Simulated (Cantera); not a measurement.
An isothermal, constant-pressure homogeneous reactor starts with 86.2 % NH3, 13.8 % N2, at 2350 K and 1.00 bar.

Cantera simulation using the gas-phase N/H chemistry of the illustrative SiF4/NH3 mechanism in the Surface Chemkin manual (1991); the numbers are that mechanism's predictions, not measurements. Walls and surfaces, which speed up NH3 decomposition in real reactors, are not modelled.

x: mole fraction; the columns are a selection and need not sum to one.

```
t (s)        x NH3    x H2    x N2H2      x N       x H
--------  --------  ------  --------  -------  --------
0.000100     0.784  0.0592   2.88e-5  2.41e-6  0.000142
0.000363     0.618   0.194   1.91e-5  5.71e-6  0.000410
0.00132      0.299   0.451   7.06e-6  8.38e-6   0.00109
0.00477        [?]   0.661       [?]      [?]       [?]
0.0173    0.000194   0.686  5.11e-10  1.80e-6    0.0103
0.0628     2.54e-5   0.686  1.27e-11  2.41e-7    0.0104
0.228          [?]   0.686  4.53e-12      [?]    0.0104
0.827      3.92e-6   0.686  4.09e-12  3.72e-8    0.0104
3.00       3.86e-6   0.686  4.09e-12  3.66e-8    0.0104
```

**Question.** What belongs in the gaps?

**Answer.** 
- 0.00477, x NH3: 0.0379
- 0.00477, x N2H2: 6.78e-7
- 0.00477, x N: 9.52e-6
- 0.00477, x H: 0.00305
- 0.228, x NH3: 6.86e-6
- 0.228, x N: 6.51e-8
